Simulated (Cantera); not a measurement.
Charge: 1 mol SiC, 0.016 mol H₂O, 14 mol H₂, at 101000 Pa.

These are equilibrium values from Cantera (NASA tables, ideal gas, pure condensed phases), not measurements of a reactor. Candidate condensed phases: C, C₆H₆, C₇H₈, C₈H₁₈, H₂O, Si, SiC, SiO₂; 123 gas species. Mutual solubility and eutectic melting of coexisting phases are not modelled. The tables hold silica as quartz up to 1696 K and as liquid above; real silica turns to tridymite and cristobalite and melts near 1996 K. Gases not in the tables: Si₂H₆ and higher silanes. Equilibrium is a limit: real reactors are often held back by kinetics, nucleation or transport.

log p: log10 of the partial pressure in bar; n: condensed amount in mol.

```
T (°C)  log p H₂   log p SiO  log p CO  log p CH₄  n SiC(s)  n SiO₂(β-quartz)
------  --------  ----------  --------  ---------  --------  ----------------
1100        0.01  (withheld)     -4.16      -3.32     0.992           0.00744
1175        0.01  (withheld)     -3.66      -3.56     0.993           0.00608
1250        0.01  (withheld)     -3.40      -3.90     0.993           0.00307
1325        0.01       -3.21     -3.27      -4.08     0.991                 0
1400        0.01       -3.21     -3.27      -4.14     0.992                 0
1475        0.01       -3.22     -3.26      -4.21     0.992                 0
1550        0.01       -3.22     -3.25      -4.27     0.992                 0
```

Task: Some entries are withheld; supply them.

Result: 
- 1100, log p SiO: -5.06
- 1175, log p SiO: -4.28
- 1250, log p SiO: -3.52
